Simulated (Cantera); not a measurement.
A Cantera script and what it prints.

```python
import numpy as np
import cantera as ct

gas_names = """
    C CN CO CO2 C2 CCN CNC C2N2 C2O C3 C3O2 C4 C4N2 C5 N NCO NO NO2 NO3 N2 N2O O O2 O3 Si SiC SiC2 SiN
    SiO SiO2 Si2 Si2C Si2N Si3
""".split()
cond_names = """
    C(gr) Si(cr) Si(L) SiC(b) SiO2(Lqz) SiO2(hqz) SiO2(L) Si2N2O(s) Si3N4(a)
""".split()


def load(file, names, dense=False):
    # The tables refer to 1 bar. Condensed volumes are neglected.
    table = {s.name: s for s in ct.Species.list_from_file(file)}
    out = []
    for n in names:
        d = dict(table[n].input_data)
        d["thermo"] = dict(d["thermo"], **{"reference-pressure": 1e5})
        if dense:
            d["equation-of-state"] = {"model": "constant-volume", "density": "1e6 g/cm^3"}
        out.append(ct.Species.from_dict(d))
    return out


gas = ct.Solution(thermo="ideal-gas", species=load("nasa_gas.yaml", gas_names))
cond = {s.name: ct.Solution(thermo="fixed-stoichiometry", species=[s], name=s.name)
        for s in load("nasa_condensed.yaml", cond_names, dense=True)}
atoms = {
    'SiO2': {'Si': 1, 'O': 2},
    'C': {'C': 1},
    'N2': {'N': 2},
}
top_T = {'C(gr)': 4500, 'SiC(b)': 3050, 'Si2N2O(s)': 2100, 'Si3N4(a)': 2400}  # K; cautious upper limits of use, not melting points


def equilibrate(T, P, feed):
    n = {}
    for name, mol in feed.items():
        for a, k in atoms[name].items():
            n[a] = n.get(a, 0.0) + k * mol
    gas.TPX = T, P, n
    mass = sum(n.values()) * gas.mean_molecular_weight
    gas.equilibrate("TP")
    valid = [c for c in cond.values() if c.min_temp <= T <= top_T.get(c.name, c.max_temp)]
    mix = ct.Mixture([(gas, mass / gas.mean_molecular_weight)] + [(c, 0.0) for c in valid])
    mix.T, mix.P = T, P
    mix.equilibrate("TP", solver="vcs", rtol=1e-11, max_steps=5000)
    return mix


results = []
feed = {'SiO2': 1, 'C': 2.7, 'N2': 0.56}  # mol
P = 1000  # Pa
for T in [1073, 1148, 1223, 1298, 1373, 1448, 1523, 1598, 1673, 1748]:
    mix = equilibrate(T, P, feed)
    results.append((T, P, feed, dict(zip(mix.species_names, mix.species_moles))))

top = {s: max(r[3][s] / sum(r[3][g] for g in gas_names) for r in results) for s in gas_names}
cols = sorted((s for s in top if top[s] > 0.001), key=lambda s: -top[s])[:8]
seen = [c for c in cond_names if any(r[3].get(c, 0) > 1e-12 for r in results)]
print("log10 of partial pressures in bar; condensed amounts in mol")
print(f"{'T/K':>10s}" + "".join(f"{s[:9]:>10s}" for s in cols + seen))
for T, P, feed, n in results:
    ng = sum(n[g] for g in gas_names)
    print(f"{T:10.4g}" + "".join(f"{np.log10(max(n[s] / ng * P / 1e5, 1e-99)):10.3f}" for s in cols)
          + "".join(f"{n.get(c, 0):10.4g}" for c in seen))
```

Result:

```
log10 of partial pressures in bar; condensed amounts in mol
       T/K        N2        CO       SiO     C(gr)    SiC(b) SiO2(hqz) Si2N2O(s)
      1073    -2.015    -3.462   -11.988      2.68         0    0.9868  0.006592
      1148    -2.057    -2.912   -10.357     2.625         0    0.9503   0.02487
      1223    -2.184    -2.462    -8.900     2.449         0    0.8324   0.08378
      1298    -2.543    -2.146    -7.532     1.937         0    0.4915    0.2543
      1373    -3.327    -2.021    -6.163     1.237         0   0.02468    0.4876
      1448    -3.412    -2.017    -5.299       1.2         0         0    0.4996
      1523    -3.156    -2.032    -4.699     1.037    0.1101         0    0.4433
      1598    -2.704    -2.099    -4.178         0    0.8053         0   0.08946
      1673    -2.678    -2.123    -3.436         0    0.8303         0   0.03943
      1748    -2.660    -2.141    -3.232         0      0.85         0         0
```

Cantera equilibrium calculation (NASA polynomials, part measured and part estimated; ideal gas, pure solids and liquids). N2 is the only nitrogen source here; it is nearly inert below about 1500 K, so the nitride shown seldom forms there in practice. Mutual solubility and eutectic melting of coexisting phases are not modelled. The tables hold silica as quartz up to 1696 K and as liquid above; real silica turns to tridymite and cristobalite and melts near 1996 K.
